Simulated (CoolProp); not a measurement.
Vapour-liquid equilibrium of acetone (1) + dimethyl carbonate (2) at 109.95 °C; x and y are mole fractions of (1).

The numbers come from the multi-fluid Helmholtz-energy mixture model, Lemmon 2006 and Zhou 2011; pair parameters Bell 2016 in CoolProp.

Problem. Give the bubble pressure and the first vapour's composition at x = 0.125, 0.8, 0.95. Is there an azeotrope?

Solution. x = 0.125: 223.6 kPa, y = 0.271; x = 0.8: 416.2 kPa, y = 0.900; x = 0.95: 461.8 kPa, y = 0.977. No azeotrope shows between x = 0.05 and 0.95.

The pair parameters rest on a limited set of measurements; away from them the model extrapolates. The gap from Raoult's law changes sign with composition, which may be real or a fault of the pair parameters; it wasn't checked against measurements.
